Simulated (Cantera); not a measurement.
A closed system holds: 1 mol C6H6, 3 mol H2O, 0.36 mol H2, equilibrated at 0.0280 bar.

Cantera equilibrium calculation (NASA polynomials, part measured and part estimated; ideal gas, pure solids and liquids). Candidate condensed phases: C, C6H6, C7H8, C8H18, H2O; 110 gas species. Kinetics and transport are ignored. All values below are at 2325 °C.

Base state: H2 0.531, CO 0.294, H 0.166, C2H2 (acetylene) 0.00855, C2H 0.000234, C3 7.69e-5, C4H2 5.70e-5, C 2.17e-5 (mole fractions); condensed: C(graphite).

### Question
What changes in the equilibrium state with this change: pressure from 0.0280 bar to 0.100 bar?

### Answer
| species | before | after |
|---|---|---|
| H2 | 0.531 | 0.592 |
| CO | 0.294 | 0.306 |
| H | 0.166 | 0.0926 |
| C3 | 7.69e-5 | 2.15e-5 |
| C | 2.17e-5 | 6.08e-6 |
| CH3 | 5.59e-6 | 1.24e-5 |
| C2H | 0.000234 | 0.000131 |
| C(graphite), mol | 2.82 | 2.81 |
